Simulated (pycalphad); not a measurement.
Source of the numbers: pycalphad with the COST 507 light-alloy database (1999); pressure 1 atm. The database dates from 1999; later assessments differ in places, in temperatures and in the compounds included. Amounts are mole fractions of atoms.

Give the equilibrium state of Si-95.5Mn (at.%) at 1450 K.

BCC_A2, fraction 0.742, with 96.6 Mn at.%; LIQUID, fraction 0.258, with 92.3 Mn at.%.

Give the equilibrium state of Si-95.5Mn (at.%) at 925 K.


```
T = 925.00 K, P = 101325 Pa, N = 1 mol of atoms
G = -46272 J/mol, H = 18524 J/mol, S = 70.05 J/(mol K)  (SER reference)
chemical potentials (J/mol): Si -123624, Mn -42628
phase             fraction      x(Si)      x(Mn)
CUB_A13             0.9288     0.0456     0.9544
CBCC_A12            0.0712     0.0371     0.9629
```

BCC_A2 is bcc; CBCC_A12 is α-Mn; CUB_A13 is β-Mn.
